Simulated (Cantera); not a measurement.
Feed: 1 mol Al2O3, 8.1 mol HCl, 2.8 mol O2, equilibrated at 1.00 Torr.

Cantera equilibrium calculation (NASA polynomials, part measured and part estimated; ideal gas, pure solids and liquids). Candidate condensed phases: Al, AlCl3, Al2O3, H2O; 29 gas species. Kinetics and transport are ignored.

Task: At 1473 K, list the 5 most abundant gas species with their mole fractions, and the condensed phases.

Result: HCl 0.628, O2 0.226, Cl 0.0908, H2O 0.0500, Cl2 0.00467. Condensed: Al2O3(s).
